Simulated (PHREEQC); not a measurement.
Consider water at 25 °C with 0.038 mol Cu(BF4)2, 0.26 mol HNO3 and 0.00041 mol Na2SO4 per kg of water. Closed to the air; pH follows from the charge balance.

Computed with PHREEQC (ion-association model, wateq4f.dat).

Task: The ionic strength comes out as 0.371 mol/kgw. What activity coefficients do F-, Cu+2, BF3OH-, SO4-2, H+ get?

Result: F- 0.66, Cu+2 0.27, BF3OH- 0.62, SO4-2 0.23, H+ 0.77.

This is a speciation only: nothing precipitates in the calculation. Complexes and solids missing from the database can't appear. Real BF4- forms and hydrolyses slowly; the run takes it at equilibrium.
